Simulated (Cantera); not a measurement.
Charge: 1 mol Nb, 3.8 mol H2O, equilibrated at 1.50 mbar.

Cantera equilibrium calculation (NASA polynomials, part measured and part estimated; ideal gas, pure solids and liquids). Candidate condensed phases: H2O, Nb, NbO, NbO2, Nb2O5; 12 gas species. Condensed phases not in the tables: the oxides between NbO2 and Nb2O5. The numbers say what is thermodynamically allowed, not how fast it happens.

x: gas mole fraction; n: condensed amount in mol.

```tsv
T (K)	x H2	x H2O	x H	x NbO2	x OH	n Nb2O5(s)	n Nb2O5(l)
1398	0.658	0.342	9.91e-5	5.23e-10	1.02e-6	0.500	0
1498	0.658	0.342	0.000360	1.64e-8	5.31e-6	0.500	0
1598	0.657	0.342	0.00111	3.29e-7	2.26e-5	0.500	0
1698	0.655	0.341	0.00302	4.58e-6	8.10e-5	0.500	0
1798	0.652	0.341	0.00734	4.59e-5	0.000252	0	0.500
1898	0.644	0.339	(withheld)	(withheld)	(withheld)	0	0.499
1998	0.629	0.335	(withheld)	(withheld)	(withheld)	0	0.497
2098	0.599	0.328	0.0615	0.00716	0.00399	0	0.486
2198	0.541	0.316	0.106	0.0268	0.00859	0	0.444
2298	0.432	0.297	0.163	0.0839	0.0180	0	0.305
```

Complete the blanks.


- 1898, x H: 0.0162
- 1898, x NbO2: 0.000302
- 1898, x OH: 0.000696
- 1998, x H: 0.0329
- 1998, x NbO2: 0.00161
- 1998, x OH: 0.00174
